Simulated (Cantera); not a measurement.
Mixture: CH4 : O2 : N2 : H2O = 1 : 3.39 : 12.7 : 2.7 (molar parts), equivalence ratio 0.59, at 1.38 atm, adiabatic and at constant volume. Ignition delay is the time to a rise of 400 K.

Computed with Cantera and GRI-Mech 3.0 (53 species, 325 reactions).

### Question
What does this change do: pressure from 1.38 atm to 0.306 atm?

### Answer
| quantity | before | after |
|---|---|---|
| delay at 1125 K | 89.7 ms | 0.381 s |
| delay at 1275 K | 12.1 ms | 41.2 ms |
| delay at 1425 K | 2.05 ms | 6.39 ms |
| delay at 1575 K | 0.441 ms | 1.49 ms |
| delay at 1725 K | 0.128 ms | 0.487 ms |
| apparent activation energy between 1650 and 1800 K | 180 kJ/mol | 170 kJ/mol |
